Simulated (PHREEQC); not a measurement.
Dissolve 0.13 mol/kgw NaOH and 0.053 mol/kgw NaAlO2 at 25 °C. Closed to the air; pH follows from the charge balance.

Equilibrium calculation in PHREEQC: ion-association model, phreeqc.dat.

Precipitation was switched off in this run.

Predict the pH, ionic strength.

pH 12.96; ionic strength 0.183 mol/kgw.

Saturation is exceeded, for instance for Gibbsite (slow to form); the values hold only as long as no solid forms.
